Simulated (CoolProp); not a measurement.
Vapour-liquid equilibrium of R22 (1) + c-C4F8 (RC318) (2) at 50.85 °C; x and y are mole fractions of (1).

The numbers come from the multi-fluid Helmholtz-energy mixture model, Kamei 1995 and Platzer 1990; pair parameters Bell 2016 in CoolProp. This equation is an older, rougher fit; its heat capacities, sound speeds and derivatives of the liquid may be far off and weren't checked against measurements.

```
x     bubble pressure, mixture model (kPa)  bubble pressure, Raoult's law (kPa)  y, mixture model  y, Raoult's law
----  ------------------------------------  -----------------------------------  ----------------  ---------------
0.05                                 702.7                                728.9             0.095            0.136
0.15                                 831.5                                860.6             0.302            0.345
0.25                                  1010                                992.4             0.481            0.499
0.35                                  1208                                 1124             0.611            0.617
0.45                                  1395                                 1256             0.701            0.710
0.55                                  1555                                 1388             0.763            0.785
0.65                                  1686                                 1520             0.812            0.847
0.75                                  1794                                 1651             0.855            0.900
0.85                                  1884                                 1783             0.902            0.944
0.95                                  1957                                 1915             0.961            0.983
```

The largest gap from Raoult's law is +12.0 % in bubble pressure, at x = 0.55. No azeotrope shows between x = 0.05 and 0.95.

Pair parameters are fitted to limited data, so mixtures are less certain than the pure fluids. The gap from Raoult's law changes sign with composition, which may be real or a fault of the pair parameters; it wasn't checked against measurements.
